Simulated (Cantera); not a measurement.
SiHCl₃ + CH₄ + H₂ (silicon carbide growth)

A closed system holds: 1 mol SiHCl₃, 0.47 mol CH₄, 4.3 mol H₂, equilibrated at 135 Torr.

Cantera equilibrium calculation (NASA polynomials, part measured and part estimated; ideal gas, pure solids and liquids). Candidate condensed phases: C, C₆H₆, C₇H₈, C₈H₁₈, Si, SiC; 109 gas species. The tables' values for SiCl₃, SiCl are old estimates; treat these amounts as uncertain. The numbers say what is thermodynamically allowed, not how fast it happens.

From 1523 K to 1773 K the condensed part is SiC(s). The main Si-bearing gas is SiCl₂ throughout.

| T (K) | x H₂ | x HCl | x SiCl₂ | x SiCl₃ | x SiCl₄ | x SiHCl₃ | n SiC(s) |
|---|---|---|---|---|---|---|---|
| 1523 | 0.688 | 0.237 | 0.0486 | 0.0127 | 0.00993 | 0.00323 | 0.470 |
| 1548 | 0.683 | 0.242 | 0.0520 | 0.0119 | 0.00769 | 0.00265 | 0.470 |
| 1573 | 0.679 | 0.247 | 0.0549 | 0.0111 | 0.00590 | 0.00216 | 0.470 |
| 1598 | 0.676 | 0.250 | 0.0574 | 0.0102 | 0.00451 | 0.00175 | 0.470 |
| 1623 | 0.673 | 0.253 | 0.0596 | 0.00936 | 0.00343 | 0.00142 | 0.470 |
| 1648 | 0.671 | 0.255 | 0.0614 | 0.00853 | 0.00261 | 0.00115 | 0.470 |
| 1673 | 0.669 | 0.257 | 0.0630 | 0.00774 | 0.00199 | 0.000927 | 0.470 |
| 1698 | 0.667 | 0.259 | 0.0643 | 0.00702 | 0.00151 | 0.000752 | 0.470 |
| 1723 | 0.666 | 0.260 | 0.0654 | 0.00635 | 0.00116 | 0.000612 | 0.470 |
| 1748 | 0.665 | 0.261 | 0.0663 | 0.00575 | 0.000889 | 0.000499 | 0.470 |
| 1773 | 0.664 | 0.262 | 0.0671 | 0.00521 | 0.000686 | 0.000408 | 0.470 |
x: gas mole fraction; n: condensed amount in mol.
